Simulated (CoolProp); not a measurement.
Hydrogen chloride at 293.15 K and 2.52 MPa is compressed adiabatically to 13.3 MPa with isentropic efficiency 0.75. Each further row changes one setting.

Model: reference Helmholtz-energy equation of state, Thol 2018, in CoolProp.

```csv
case,work (kJ/kg),final temperature (K),final density (kg/m³)
as stated,157,510.4,129
efficiency 1,117,474.1,146
efficiency 0.65,181,534.0,121
```
